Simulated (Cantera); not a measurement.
Input: 1 mol N₂O, 0.051 mol H₂, held at 1700 °C and 19.0 bar.

Cantera equilibrium calculation (NASA polynomials, part measured and part estimated; ideal gas, pure solids and liquids). Candidate condensed phases: H₂O; 24 gas species. Kinetics and transport are ignored.

Base state: N₂ 0.651, O₂ 0.307, H₂O 0.0331, NO 0.00781, OH 0.000543, NO₂ 7.47e-5, O 6.90e-5 (mole fractions); condensed: gas only.

What changes in the equilibrium state with this change: 0.11 mol NH₃ added?


```csv
species,before,after
N₂,0.651,0.631
O₂,0.307,0.232
H₂O,0.0331,0.129
H₂,3.22e-6,1.45e-5
OH,0.000543,0.00100
```
